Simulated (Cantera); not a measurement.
What does this Cantera script print?

```python
import numpy as np
import cantera as ct

surf = ct.Interface("diamond.yaml", "diamond_100")
gas, bulk = surf.adjacent["gas"], surf.adjacent["diamond"]
k = surf.kinetics_species_index(bulk.species_names[0])
cover = ["c6HH", "c6H*", "c6*H", "c6**", "c6HM", "c6B"]

rows, drift = [], 0.0
print(f"{'xH':>10s}{'um/h':>11s}" + "".join(f"{s:>11s}" for s in cover))
for v in [0.0001, 0.00026, 0.00067, 0.0017, 0.0045, 0.012, 0.03, 0.077, 0.2]:
    T, P, xH, xCH3 = 1225, 24000, v, 0.00018
    gas.TPX = T, P, {"H": xH, "CH3": xCH3, "CH4": 0.0042, "H2": 1 - xH - xCH3 - 0.0042}
    surf.TP = bulk.TP = T, P
    surf.coverages = "c6H*:0.1, c6HH:0.9"
    surf.advance_coverages(100.0)
    before = surf.coverages
    surf.advance_coverages(100.0)
    drift = max(drift, np.max(np.abs(surf.coverages - before) / (surf.coverages + 1e-9)))
    rate = surf.net_production_rates[k] * bulk.mean_molecular_weight / bulk.density * 3.6e9
    rows.append([rate, *surf[cover].coverages])
    print(f"{v:10.4g}{rate:11.4e}" + "".join(f"{x:11.3e}" for x in rows[-1][1:]))
```

It prints:

```
        xH       um/h       c6HH       c6H*       c6*H       c6**       c6HM        c6B
    0.0001 9.3443e-01  6.221e-01  2.751e-02  3.356e-01  4.496e-03  4.370e-03  2.536e-09
   0.00026 2.9058e+00  5.187e-01  3.463e-02  4.224e-01  1.123e-02  5.933e-03  7.885e-09
   0.00067 7.1858e+00  4.614e-01  3.828e-02  4.668e-01  1.998e-02  6.797e-03  1.950e-08
    0.0017 1.4882e+01  4.353e-01  3.989e-02  4.857e-01  2.718e-02  6.407e-03  4.038e-08
    0.0045 2.6402e+01  4.247e-01  4.077e-02  4.945e-01  3.165e-02  4.682e-03  7.164e-08
     0.012 3.7779e+01  4.213e-01  4.153e-02  4.987e-01  3.386e-02  2.613e-03  1.025e-07
      0.03 4.4981e+01  4.204e-01  4.263e-02  4.998e-01  3.497e-02  1.264e-03  1.221e-07
     0.077 4.9280e+01  4.198e-01  4.506e-02  4.982e-01  3.598e-02  5.430e-04  1.337e-07
       0.2 5.2680e+01  4.191e-01  5.092e-02  4.919e-01  3.773e-02  2.242e-04  1.430e-07
```

Computed with Cantera and the Harris–Goodwin 1993 mechanism for the reconstructed diamond (100) surface.
